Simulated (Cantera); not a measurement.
## Formation from one mole of S2

Source: NASA polynomial tables (part measured, part estimated), evaluated in Cantera. Values are per mole of reaction as written; species without (g) are pure solids or liquids, kept so even where they would boil at 1 bar.

Ni + S2(g) = NiS2

```csv
T (K),ΔH° (kJ),ΔS° (J/K),ΔG° (kJ),log10 K
423,-258.4,-182.4,-181.3,22.38
473,-258.0,-181.4,-172.2,19.01
523,-257.5,-180.4,-163.1,16.29
573,-257.1,-179.7,-154.1,14.05
```

1.5 Ni + S2(g) = 0.5 Ni3S4

| T (K) | ΔH° (kJ) | ΔS° (J/K) | ΔG° (kJ) | log10 K |
|---|---|---|---|---|
| 423 | -277.5 | -175.8 | -203.1 | 25.08 |
| 473 | -276.8 | -174.2 | -194.4 | 21.47 |
| 523 | -276.0 | -172.6 | -185.7 | 18.55 |
| 573 | -275.1 | -171.1 | -177.1 | 16.15 |

2 Pb + S2(g) = 2 PbS(g)

```csv
T (K),ΔH° (kJ),ΔS° (J/K),ΔG° (kJ),log10 K
423,133.1,139.1,74.3,-9.17
473,132.2,137.0,67.4,-7.44
523,131.2,135.1,60.6,-6.05
573,130.2,133.3,53.9,-4.91
```

2 Ba + S2(g) = 2 BaS

| T (K) | ΔH° (kJ) | ΔS° (J/K) | ΔG° (kJ) | log10 K |
|---|---|---|---|---|
| 423 | -1054.5 | -193.0 | -972.8 | 120.13 |
| 473 | -1054.0 | -192.1 | -963.2 | 106.36 |
| 523 | -1053.7 | -191.4 | -953.6 | 95.24 |
| 573 | -1053.3 | -190.7 | -944.0 | 86.06 |
